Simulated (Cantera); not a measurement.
## Ammonia decomposition in nitride growth gas

An isothermal, constant-pressure homogeneous reactor starts with NH3 : N2 : H2 = 1 : 1.6 : 0.0091 (molar parts), at 1900 K and 17.3 Torr.

Model: the gas-phase N/H chemistry of the illustrative SiF4/NH3 mechanism in the Surface Chemkin manual (1991), integrated in Cantera. Walls and surfaces, which speed up NH3 decomposition in real reactors, are not modelled.

| t (s) | x NH3 | x N2 | x NH2 | x H2 | x N2H2 |
|---|---|---|---|---|---|
| 2.00e-6 | 0.383 | 0.613 | 6.80e-8 | 0.00349 | <1e-12 |
| 6.65e-6 | 0.383 | 0.613 | 2.74e-7 | 0.00349 | <1e-12 |
| 2.21e-5 | 0.383 | 0.613 | 1.13e-6 | 0.00349 | <1e-12 |
| 7.34e-5 | 0.383 | 0.613 | 4.16e-6 | 0.00349 | 2.17e-11 |
| 0.000244 | 0.383 | 0.613 | 1.42e-5 | 0.00349 | 5.06e-10 |
| 0.000810 | 0.383 | 0.613 | 4.76e-5 | 0.00351 | 7.88e-9 |
| 0.00269 | 0.383 | 0.613 | 0.000157 | 0.00357 | 1.12e-7 |
| 0.00894 | 0.382 | 0.613 | 0.000483 | 0.00399 | 1.32e-6 |
| 0.0297 | 0.378 | 0.613 | 0.000750 | 0.00811 | 3.56e-6 |
| 0.0988 | 0.364 | 0.611 | 0.000684 | 0.0240 | 3.40e-6 |
| 0.328 | 0.320 | 0.608 | 0.000566 | 0.0714 | 2.79e-6 |
| 1.09 | 0.218 | 0.600 | 0.000403 | 0.182 | 1.60e-6 |
| 3.62 | 0.0795 | 0.588 | 0.000190 | 0.332 | 4.22e-7 |
| 12.0 | 0.00739 | 0.582 | 3.52e-5 | 0.410 | 2.34e-8 |
| 40.0 | 1.29e-5 | 0.581 | 2.88e-7 | 0.416 | 4.31e-12 |
x: mole fraction; the columns are a selection and need not sum to one.

Equilibrium at this temperature and pressure: NH3 1.12e-7, N2 0.581, NH2 2.56e-9, H2 0.416, N2H2 <1e-12 (gas phase only).
